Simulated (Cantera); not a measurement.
**Equilibrium for tantalum, niobium, vanadium and zirconium in process gases: V + H2O + H2**

Input: 1 mol V, 0.01 mol H2O, 13 mol H2, at 0.133 bar.

These are equilibrium values from Cantera (NASA tables, ideal gas, pure condensed phases), not measurements of a reactor. Candidate condensed phases: H2O, V, VO, V2O3, V2O4, V2O5; 12 gas species. Mutual solubility and eutectic melting of coexisting phases are not modelled. VO: taken at fixed stoichiometry. Condensed phases not in the tables: N, O or C dissolved in the metal. Rates play no part.

```json
[
 {"T (K)": "1500", "log p H2": "-0.88", "log p H": "-5.19", "log p V": "-10.05", "log p H2O": "-5.77", "log p VO": "-10.27", "log p VO2": "-11.87", "log p OH": "-11.63", "log p O": "<-12", "n V(s)": "0.990", "n VO(s)": "0.00983", "n VO(l)": "0", "n V(l)": "0"},
 {"T (K)": "1600", "log p H2": "-0.88", "log p H": "-4.70", "log p V": "-8.94", "log p H2O": "-5.41", "log p VO": "-9.12", "log p VO2": "-10.59", "log p OH": "-10.64", "log p O": "<-12", "n V(s)": "0.990", "n VO(s)": "0.00962", "n VO(l)": "0", "n V(l)": "0"},
 {"T (K)": "1700", "log p H2": "-0.88", "log p H": "-4.27", "log p V": "-7.97", "log p H2O": "-5.09", "log p VO": "-8.11", "log p VO2": "-9.47", "log p OH": "-9.77", "log p O": "<-12", "n V(s)": "0.991", "n VO(s)": "0.00921", "n VO(l)": "0", "n V(l)": "0"},
 {"T (K)": "1800", "log p H2": "-0.88", "log p H": "-3.88", "log p V": "-7.10", "log p H2O": "-4.81", "log p VO": "-7.22", "log p VO2": "-8.48", "log p OH": "-9.00", "log p O": "-12.12", "n V(s)": "0.991", "n VO(s)": "0.00849", "n VO(l)": "0", "n V(l)": "0"},
 {"T (K)": "1900", "log p H2": "-0.88", "log p H": "-3.54", "log p V": "-6.33", "log p H2O": "-4.57", "log p VO": "-6.42", "log p VO2": "-7.60", "log p OH": "-8.31", "log p O": "-11.10", "n V(s)": "0.993", "n VO(s)": "0.00731", "n VO(l)": "0", "n V(l)": "0"},
 {"T (K)": "2000", "log p H2": "-0.88", "log p H": "-3.23", "log p V": "-5.64", "log p H2O": "-4.35", "log p VO": "-5.71", "log p VO2": "-6.82", "log p OH": "-7.70", "log p O": "-10.19", "n V(s)": "0.994", "n VO(s)": "0.00540", "n VO(l)": "0", "n V(l)": "0"},
 {"T (K)": "2100", "log p H2": "-0.88", "log p H": "-2.95", "log p V": "-5.01", "log p H2O": "-4.18", "log p VO": "-5.10", "log p VO2": "-6.17", "log p OH": "-7.17", "log p O": "-9.38", "n V(s)": "0.996", "n VO(s)": "0", "n VO(l)": "0.00260", "n V(l)": "0"},
 {"T (K)": "2200", "log p H2": "-0.88", "log p H": "-2.69", "log p V": "-4.45", "log p H2O": "-4.12", "log p VO": "-4.64", "log p VO2": "-5.77", "log p OH": "-6.79", "log p O": "-8.75", "n V(s)": "0", "n VO(s)": "0", "n VO(l)": "0", "n V(l)": "0.994"},
 {"T (K)": "2300", "log p H2": "-0.89", "log p H": "-2.46", "log p V": "-3.96", "log p H2O": "-4.23", "log p VO": "-4.41", "log p VO2": "-5.75", "log p OH": "-6.60", "log p O": "-8.33", "n V(s)": "0", "n VO(s)": "0", "n VO(l)": "0", "n V(l)": "0.985"},
 {"T (K)": "2400", "log p H2": "-0.90", "log p H": "-2.25", "log p V": "-3.51", "log p H2O": "-4.39", "log p VO": "-4.25", "log p VO2": "-5.84", "log p OH": "-6.48", "log p O": "-8.00", "n V(s)": "0", "n VO(s)": "0", "n VO(l)": "0", "n V(l)": "0.963"},
 {"T (K)": "2500", "log p H2": "-0.91", "log p H": "-2.05", "log p V": "-3.10", "log p H2O": "-4.59", "log p VO": "-4.15", "log p VO2": "-6.02", "log p OH": "-6.42", "log p O": "-7.74", "n V(s)": "0", "n VO(s)": "0", "n VO(l)": "0", "n V(l)": "0.912"}
]
```
log p: log10 of the partial pressure in bar; n: condensed amount in mol.

From 1500 K to 2000 K the condensed part is V(s) + VO(s). At 2100 K the condensed part is V(s) + VO(l). From 2200 K to 2500 K the condensed part is V(l).
